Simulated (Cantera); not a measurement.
A closed system holds: 1 mol SiC, 0.54 mol N2O, 170 mol N2, equilibrated at 1925 K and 578 Torr.

Equilibrium computed with Cantera from the NASA thermochemical tables; the gas is ideal and each condensed phase is pure. Candidate condensed phases: C, Si, SiC, SiO2, Si2N2O, Si3N4; 34 gas species. Mutual solubility and eutectic melting of coexisting phases are not modelled. The numbers say what is thermodynamically allowed, not how fast it happens.

Base state: N2 0.997, CO 0.00275, SiO 0.000414 (mole fractions); condensed: SiC(s) + Si3N4(s).

### Question
What changes in the equilibrium state with this change: SiC replaced by Si?

### Answer
| species | before | after |
|---|---|---|
| N2 | 0.997 | 0.999 |
| SiO | 0.000414 | 0.00114 |
| CO | 0.00275 | 0 |
| SiC(s), mol | 0.531 | 0 |
| Si3N4(s), mol | 0.133 | 0.0376 |
| Si2N2O(s), mol | 0 | 0.346 |

### Question
What changes in the equilibrium state with this change: N2O from 0.54 to 3.4 mol?

### Answer
```json
[
 {"species": "N2", "before": "0.997", "after": "0.994"},
 {"species": "CO", "before": "0.00275", "after": "0.00344"},
 {"species": "CO2", "before": "<1e-9", "after": "0.00229"},
 {"species": "SiO", "before": "0.000414", "after": "9.62e-6"},
 {"species": "SiC(s), mol", "before": "0.531", "after": "0"},
 {"species": "Si3N4(s), mol", "before": "0.133", "after": "0"},
 {"species": "SiO2(condensed), mol", "before": "0", "after": "0.998"}
]
```
The tables hold silica as quartz up to 1696 K and as liquid above; real silica turns to tridymite and cristobalite and melts near 1996 K.

### Question
What changes in the equilibrium state with this change: N2O from 0.54 to 1.6 mol?

### Answer
| species | before | after |
|---|---|---|
| N2 | 0.997 | 0.993 |
| CO | 0.00275 | 0.00580 |
| SiO | 0.000414 | 0.00117 |
| SiC(s), mol | 0.531 | 0 |
| Si3N4(s), mol | 0.133 | 0 |
| Si2N2O(s), mol | 0 | 0.399 |
